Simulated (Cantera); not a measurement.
A perfectly stirred reactor is fed with 0.220 % CO, 1.42 % O2, 0.240 % H2O, 98.1 % N2, at 0.132 atm; it is held at 1500 K, and followed from long to short residence time.

Computed with Cantera and GRI-Mech 3.0 (53 species, 325 reactions).

x: mole fraction; the columns are a selection and need not sum to one.

```json
[
 {"τ (s)": "2.1", "x CO": "4.94e-5", "x O2": "0.0131", "x H2O": "0.00235", "x N2O": "1.40e-7", "x HO2": "7.55e-8"},
 {"τ (s)": "1.0", "x CO": "7.98e-5", "x O2": "0.0131", "x H2O": "0.00233", "x N2O": "1.35e-7", "x HO2": "1.01e-7"},
 {"τ (s)": "0.49", "x CO": "0.000126", "x O2": "0.0131", "x H2O": "0.00230", "x N2O": "?", "x HO2": "1.27e-7"},
 {"τ (s)": "0.24", "x CO": "0.000197", "x O2": "0.0130", "x H2O": "0.00227", "x N2O": "?", "x HO2": "1.52e-7"},
 {"τ (s)": "0.12", "x CO": "0.000303", "x O2": "0.0130", "x H2O": "0.00223", "x N2O": "?", "x HO2": "1.74e-7"},
 {"τ (s)": "0.058", "x CO": "0.000472", "x O2": "0.0131", "x H2O": "0.00219", "x N2O": "?", "x HO2": "1.91e-7"},
 {"τ (s)": "0.028", "x CO": "0.000733", "x O2": "0.0132", "x H2O": "0.00217", "x N2O": "?", "x HO2": "1.98e-7"},
 {"τ (s)": "0.014", "x CO": "0.00110", "x O2": "0.0134", "x H2O": "0.00220", "x N2O": "?", "x HO2": "1.93e-7"},
 {"τ (s)": "0.0068", "x CO": "0.00158", "x O2": "0.0137", "x H2O": "0.00227", "x N2O": "?", "x HO2": "1.65e-7"}
]
```

Question: Complete the blanks.

Answer: 
- 0.49, x N2O: 1.24e-7
- 0.24, x N2O: 1.11e-7
- 0.12, x N2O: 9.97e-8
- 0.058, x N2O: 8.94e-8
- 0.028, x N2O: 8.00e-8
- 0.014, x N2O: 6.77e-8
- 0.0068, x N2O: 4.11e-8
